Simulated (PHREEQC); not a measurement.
Dissolve 0.00045 mol/kgw Cu(NO3)2, 5.2e-06 mol/kgw H2SO4 and 1.6e-05 mol/kgw FeCl3 at 20 °C. Closed to the air; pH follows from the charge balance.

The numbers come from PHREEQC with the ion-association model, phreeqc.dat.

No solid was allowed to form.

Q: Order these Fe species by the share of Fe that they hold, largest first: Fe(OH)2+, Fe+3, FeOH+2, Fe(OH)3.

A: Fe(OH)2+ (86 %), FeOH+2 (14 %), Fe(OH)3 (0.22 %), Fe+3 (0.13 %)

Q: Order these S species by the share of S that they hold, largest first: HSO4-, CuSO4, SO4-2.

A: SO4-2 (94 %), CuSO4 (6.0 %), HSO4- (0.28 %)

The pH is 4.41 and the ionic strength 0.00141 mol/kgw. The solution is supersaturated, for example in Fe(OH)3(a), Hematite (slow to form), so a real one may precipitate; this is no full list.
